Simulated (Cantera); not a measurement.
A closed system holds: 1 mol SrCl2, 4.4 mol O2, 3.3 mol N2, held at 7.30 mbar.

Method: chemical equilibrium by Gibbs-energy minimisation in Cantera with the NASA 1993 tables (ideal gas, pure condensed phases). Candidate condensed phases: Sr, SrCl2, SrO; 16 gas species. Mutual solubility and eutectic melting of coexisting phases are not modelled. Condensed phases not in the tables: oxide chlorides, the peroxide. Rates play no part.

What share of the Sr ends up in condensed phases as a function of T (K), at 1023, 1123, 1223, 1323, 1423, 1523, 1623, 1723, 1823, 1923, 2023, 2123, 2223?


```csv
T (K),Sr condensed (%),as
1023,100.0,SrCl2(s)
1123,100.0,SrCl2(s)
1223,99.8,SrCl2(l) + SrO(s)
1323,97.9,SrCl2(l) + SrO(s)
1423,86.3,SrCl2(l) + SrO(s)
1523,26.8,SrCl2(l) + SrO(s)
1623,2.0,SrO(s)
1723,2.8,SrO(s)
1823,3.8,SrO(s)
1923,4.9,SrO(s)
2023,6.2,SrO(s)
2123,7.6,SrO(s)
2223,8.6,SrO(s)
```
